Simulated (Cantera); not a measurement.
# Equilibrium for fluorocarbon and chlorocarbon gases: CH3Cl

Input: 1 mol CH3Cl, equilibrated at 552 °C and 13.3 mbar.

These are equilibrium values from Cantera (NASA tables, ideal gas, pure condensed phases), not measurements of a reactor. Candidate condensed phases: C, C6H6, C7H8, C8H18; 91 gas species. The numbers say what is thermodynamically allowed, not how fast it happens.

```yaml
x(HCl): 0.501
x(H2): 0.496
x(CH4): 0.00296
n(C(graphite)): 0.994 mol
gas_amount: 1.994 mol
```
